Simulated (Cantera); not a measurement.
Mixture: CO : H₂ : CH₄ : O₂ : N₂ = 1 : 0.29 : 0.52 : 1.4 : 8.85 (molar parts), at 5.00 bar, adiabatic and at constant pressure. Ignition delay is the time to a rise of 400 K.

Model: GRI-Mech 3.0 (53 species, 325 reactions), integrated in Cantera.

Question: Predict: delay at 1300 K; delay at 1450 K; delay at 1600 K; delay at 1750 K; apparent activation energy between 1675 and 1825 K.

Answer: 
```
Quantity                                                Result
--------------------------------------------------  ----------
delay at 1300 K                                       0.386 ms
delay at 1450 K                                       0.132 ms
delay at 1600 K                                        50.8 µs
delay at 1750 K                                        22.4 µs
apparent activation energy between 1675 and 1825 K  130 kJ/mol
```
